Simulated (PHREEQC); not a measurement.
Synthetic water in mg/L, 85 °C, pH 6.57, pe 13:

```tsv
constituent	mg/L
Na	260
K	110
Ca	107
Mg	251
Cl	183
S(6) as SO4	1030
Alkalinity as HCO3	794
Ba	0.581
Cu(2)	6.84
N(5) as NO3	1.08
O(0) (dissolved oxygen)	1.84
```

Valence states are taken as typed.

All values are PHREEQC results (ion-association model, wateq4f.dat), not measurements.

```json
{
  "ionic_strength": "0.0403 mol/kgw",
  "charge_balance_error": "1.2 %"
}
```

```csv
species,molality,activity,log γ
HCO3-,0.0120,0.00983,-0.085
Na+,0.0111,0.00907,-0.088
CO2,0.00597,0.00602,0.004
SO4-2,0.00519,0.00233,-0.348
Cl-,0.00517,0.00418,-0.093
Mg+2,0.00509,0.00238,-0.330
MgSO4,0.00466,0.00470,0.004
K+,0.00272,0.00219,-0.093
```

This is a speciation only: nothing precipitates in the calculation. The solution is supersaturated, for example in Malachite, Cu(OH)2, so a real one may precipitate; this is no full list. Complexes and solids missing from the database can't appear. Away from 25 °C the constants follow the database's enthalpies or fits; those with neither stay at their 25 °C values.
